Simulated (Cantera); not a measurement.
## Hydrocarbon pyrolysis for carbon deposition

An isothermal, constant-pressure homogeneous reactor starts with 23.4 % C₃H₈, 74.8 % H₂, 1.78 % H₂O, at 1600 K and 1.00 bar.

Model: GRI-Mech 3.0 (53 species, 325 reactions), integrated in Cantera. GRI-Mech 3.0 was tuned for natural gas; its chemistry of propane as a main component is partial and can be far from experiment. GRI-Mech 3.0 stops at C3 and has no aromatics, soot or wall deposition, so with more carbon than oxygen in the feed, carbon stays in small species such as C2H2 where larger ones or solid carbon would form.

| t (s) | x C₃H₈ | x H₂ | x CH₄ | x C₂H₄ | x H |
|---|---|---|---|---|---|
| 2.00e-6 | 0.215 | 0.738 | 0.00687 | 0.0114 | 0.000242 |
| 8.76e-6 | 0.123 | 0.689 | 0.0651 | 0.0829 | 0.000425 |
| 3.84e-5 | 0.0105 | 0.632 | 0.152 | 0.161 | 0.000372 |
| 0.000168 | 6.14e-5 | 0.637 | 0.161 | 0.139 | 0.000104 |
| 0.000737 | 9.22e-7 | 0.649 | 0.157 | 0.0998 | 4.63e-5 |
| 0.00323 | 2.91e-7 | 0.668 | 0.149 | 0.0397 | 4.10e-5 |
| 0.0141 | 9.34e-8 | 0.680 | 0.141 | 0.0124 | 3.94e-5 |
| 0.0620 | 8.15e-8 | 0.692 | 0.123 | 0.0125 | 4.10e-5 |
| 0.271 | 6.37e-8 | 0.716 | 0.0909 | 0.0134 | 4.49e-5 |
| 1.19 | 5.70e-8 | 0.727 | 0.0791 | 0.0136 | 4.67e-5 |
| 5.21 | 5.56e-8 | 0.731 | 0.0785 | 0.0134 | 4.68e-5 |
| 22.8 | 5.53e-8 | 0.732 | 0.0784 | 0.0133 | 4.69e-5 |
| 100 | 5.53e-8 | 0.732 | 0.0784 | 0.0133 | 4.69e-5 |
x: mole fraction; the columns are a selection and need not sum to one.

Equilibrium at this temperature and pressure: C₃H₈ 5.53e-8, H₂ 0.732, CH₄ 0.0784, C₂H₄ 0.0133, H 4.69e-5 (gas phase only).
